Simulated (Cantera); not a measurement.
A closed system holds: 1 mol C2H5OH, 0.71 mol CO2, 1.8 mol N2, at 1050 K and 25.0 mbar.

These are equilibrium values from Cantera (NASA tables, ideal gas, pure condensed phases), not measurements of a reactor. Candidate condensed phases: C, C6H6, C7H8, C8H18, H2O; 136 gas species. The numbers say what is thermodynamically allowed, not how fast it happens.

Base state: H2 0.415, CO 0.334, N2 0.250, H2O 0.000629, CO2 0.000596, CH4 0.000247 (mole fractions); condensed: C(graphite).

**Question.** What changes in the equilibrium state with this change: temperature from 1050 K to 2998.15 K?

**Answer.** 
| species | before | after |
|---|---|---|
| H | 3.30e-8 | 0.371 |
| CO | 0.334 | 0.271 |
| N2 | 0.250 | 0.191 |
| H2 | 0.415 | 0.140 |
| HCN | 3.58e-6 | 0.0150 |
| CN | <1e-9 | 0.00411 |
| C3 | <1e-9 | 0.00120 |
| C2H2 (acetylene) | 1.72e-9 | 0.00184 |
| C | <1e-9 | 0.000918 |
| C2H | <1e-9 | 0.000836 |
| C(graphite), mol | 0.297 | 0 |
